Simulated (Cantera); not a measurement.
Cantera run:

```python
import numpy as np
import cantera as ct

gas_names = """
    Cu CuO Cu2 H HO2 H2 H2O H2O2 O OH O2 O3
""".split()
cond_names = """
    Cu(cr) Cu(L) CuO(s) CuO2H2(s) Cu2O(s) Cu2O(L) H2O(s) H2O(L)
""".split()


# ... load() reads the species with a 1 bar reference pressure and builds the phases ...
atoms = {
    'Cu2O': {'Cu': 2, 'O': 1},
    'H2': {'H': 2},
    'H2O': {'H': 2, 'O': 1},
}
top_T = {'CuO(s)': 1390}  # K; cautious upper limits of use, not melting points


# ... equilibrate(T, P, feed) seeds the gas with the atoms and calls Mixture.equilibrate('TP', solver="vcs", rtol=1e-11, max_steps=5000) ...
results = []
feed = {'Cu2O': 1, 'H2': 140, 'H2O': 1.3}  # mol
T = 775  # K
P = 4900  # Pa
mix = equilibrate(T, P, feed)
results.append((T, P, feed, dict(zip(mix.species_names, mix.species_moles))))
print(gas.report(threshold=1e-06))
for i in range(1, mix.n_phases):
    print(f"{mix.phase(i).name:16s} {mix.phase_moles(i):12.5e} mol")
```

Output:

```
       temperature   775 K
          pressure   4900 Pa
           density   0.0017311 kg/m^3
  mean mol. weight   2.2764 kg/kmol
   phase of matter   gas

                          1 kg             1 kmol
                     ---------------   ---------------
          enthalpy        4.4246e+06        1.0072e+07  J
   internal energy        1.5939e+06        3.6285e+06  J
           entropy             81455        1.8543e+05  J/K
    Gibbs function       -5.8703e+07       -1.3363e+08  J
 heat capacity c_p             13037             29679  J/K
 heat capacity c_v            9384.9             21364  J/K

                      mass frac. Y      mole frac. X     chem. pot. / RT
                     ---------------   ---------------   ---------------
                H2           0.87118           0.98372           -19.943
               H2O           0.12882          0.016277           -68.791
     [  +10 minor]        2.0434e-12        4.4464e-12

Cu(cr)            2.00000e+00 mol
CuO(s)            0.00000e+00 mol
CuO2H2(s)         0.00000e+00 mol
Cu2O(s)           0.00000e+00 mol
```

These are equilibrium values from Cantera (NASA tables, ideal gas, pure condensed phases), not measurements of a reactor.
